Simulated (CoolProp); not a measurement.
Vapour-liquid equilibrium of hydrogen sulfide (1) + toluene (2) at 245 kPa; x and y are mole fractions of (1).

Computed with CoolProp (multi-fluid Helmholtz-energy mixture model, Lemmon 2006 and Lemmon 2006; pair parameters Bell 2016).

| x | bubble temperature (°C) | y at the bubble point | dew temperature at overall composition x (°C) | liquid density (mol/L) |
|---|---|---|---|---|
| 0.05 | 69.0 | 0.892 | 142.6 | 9.215 |
| 0.125 | 25.6 | 0.984 | 139.0 | 10.23 |
| 0.2 | 8.3 | 0.994 | 135.2 | … |
| 0.275 | … | 0.997 | … | 11.86 |
| 0.35 | -9.2 | 0.998 | 126.8 | 12.74 |
| 0.425 | -15.1 | 0.999 | 122.1 | 13.69 |
| 0.5 | -20.0 | 0.999 | 116.9 | 14.76 |
| 0.575 | -24.4 | 1.000 | 111.0 | … |
| 0.65 | -28.3 | 1.000 | 104.3 | 17.30 |
| 0.725 | -31.7 | 1.000 | … | 18.83 |
| 0.8 | -34.8 | 1.000 | 86.4 | … |
| 0.875 | … | 1.000 | 72.9 | 22.63 |
| 0.95 | -39.8 | 1.000 | 49.9 | 25.02 |

Task: Some entries are withheld; supply them.

Result: 
- 0.2, liquid density (mol/L): 11.05
- 0.275, bubble temperature (°C): -1.9
- 0.275, dew temperature at overall composition x (°C): 131.2
- 0.575, liquid density (mol/L): 15.95
- 0.725, dew temperature at overall composition x (°C): 96.3
- 0.8, liquid density (mol/L): 20.59
- 0.875, bubble temperature (°C): -37.5

No azeotrope shows between x = 0.05 and 0.95.

The pair parameters rest on a limited set of measurements; away from them the model extrapolates.
